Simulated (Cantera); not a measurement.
Feed: 1 mol TEOS, 27 mol O2, 51 mol N2, held at 1675 K and 8.80 mbar.

These are equilibrium values from Cantera (NASA tables, ideal gas, pure condensed phases), not measurements of a reactor. The feed counts by its element totals alone. The tables hold silica as quartz up to 1696 K and as liquid above; real silica turns to tridymite and cristobalite and melts near 1996 K. Rates play no part.

| species | before | after |
|---|---|---|
| N2 | 0.606 | 0.739 |
| H2O | 0.118 | 0.0895 |
| CO | 0.000123 | 0.0779 |
| O2 | 0.177 | 7.08e-8 |
| H2 | 4.62e-5 | 0.0553 |
| CO2 | 0.0951 | 0.0380 |
| SiO | 6.96e-9 | 1.10e-5 |
| O | 0.000153 | 9.69e-8 |
| NO | 0.00212 | 1.48e-6 |
| OH | 0.00104 | 2.28e-5 |
| H | 8.42e-6 | 0.000291 |
| SiO2(β-quartz), mol | 1.000 | 0.999 |
Gas species are given as mole fractions.

Question: Name the change that produced these shifts.
A) O2 from 27 to 7.4 mol
B) temperature from 1675 K to 1825 K
C) temperature from 1675 K to 950 K
D) O2 from 27 to 1.8 mol

Answer: A, O2 from 27 to 7.4 mol
